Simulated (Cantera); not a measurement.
An adiabatic, constant-pressure homogeneous reactor starts with CO : H2 : O2 : N2 = 1 : 0.32 : 2 : 7.52 (molar parts), at 1648 K and 9.87 atm. Integrator tolerance rtol = 1e-08.

Cantera simulation using GRI-Mech 3.0 (53 species, 325 reactions); the numbers are that mechanism's predictions, not measurements. The hydrogen kinetics of GRI-Mech 3.0 are dated; newer H2 mechanisms differ, most at raised pressure.

**Question.** What does this change do: constant volume in place of constant pressure?

**Answer.** 
```tsv
quantity	before	after
time of steepest temperature rise	2.15 µs	2.14 µs
temperature at 0.600 s	2469 K	2615 K
equilibrium temperature	2469 K	2615 K
x(CO) at 0.600 s	0.00269 (gas-phase equilibrium 0.00269)	0.00459 (gas-phase equilibrium 0.00459)
x(H2) at 0.600 s	0.000136 (gas-phase equilibrium 0.000136)	0.000216 (gas-phase equilibrium 0.000216)
x(O2) at 0.600 s	0.123 (gas-phase equilibrium 0.123)	0.121 (gas-phase equilibrium 0.121)
x(CO2) at 0.600 s	0.0952 (gas-phase equilibrium 0.0952)	0.0932 (gas-phase equilibrium 0.0932)
x(NO2) at 0.600 s	3.57e-5 (gas-phase equilibrium 3.57e-5)	4.73e-5 (gas-phase equilibrium 4.73e-5)
x(H2O) at 0.600 s	0.0294 (gas-phase equilibrium 0.0294)	0.0286 (gas-phase equilibrium 0.0286)
```

**Question.** What does this change do: initial temperature 1648 to 1200 K?

**Answer.** 
| quantity | before | after |
|---|---|---|
| time of steepest temperature rise | 2.15 µs | 66.5 µs |
| temperature at 0.600 s | 2469 K | 2106 K |
| equilibrium temperature | 2469 K | 2106 K |
| x(CO) at 0.600 s | 0.00269 (gas-phase equilibrium 0.00269) | 0.000268 (gas-phase equilibrium 0.000266) |
| x(H2) at 0.600 s | 0.000136 (gas-phase equilibrium 0.000136) | 1.71e-5 (gas-phase equilibrium 1.70e-5) |
| x(O2) at 0.600 s | 0.123 (gas-phase equilibrium 0.123) | 0.128 (gas-phase equilibrium 0.128) |
| x(CO2) at 0.600 s | 0.0952 (gas-phase equilibrium 0.0952) | 0.0979 (gas-phase equilibrium 0.0979) |
| x(NO2) at 0.600 s | 3.57e-5 (gas-phase equilibrium 3.57e-5) | 2.62e-5 (gas-phase equilibrium 2.74e-5) |
| x(H2O) at 0.600 s | 0.0294 (gas-phase equilibrium 0.0294) | 0.0309 (gas-phase equilibrium 0.0309) |

**Question.** What does this change do: initial temperature 1648 to 1225 K?

**Answer.** 
| quantity | before | after |
|---|---|---|
| time of steepest temperature rise | 2.15 µs | 37.8 µs |
| temperature at 0.600 s | 2469 K | 2127 K |
| equilibrium temperature | 2469 K | 2127 K |
| x(CO) at 0.600 s | 0.00269 (gas-phase equilibrium 0.00269) | 0.000313 (gas-phase equilibrium 0.000312) |
| x(H2) at 0.600 s | 0.000136 (gas-phase equilibrium 0.000136) | 1.96e-5 (gas-phase equilibrium 1.96e-5) |
| x(O2) at 0.600 s | 0.123 (gas-phase equilibrium 0.123) | 0.127 (gas-phase equilibrium 0.127) |
| x(CO2) at 0.600 s | 0.0952 (gas-phase equilibrium 0.0952) | 0.0979 (gas-phase equilibrium 0.0979) |
| x(NO2) at 0.600 s | 3.57e-5 (gas-phase equilibrium 3.57e-5) | 2.74e-5 (gas-phase equilibrium 2.79e-5) |
| x(H2O) at 0.600 s | 0.0294 (gas-phase equilibrium 0.0294) | 0.0309 (gas-phase equilibrium 0.0309) |
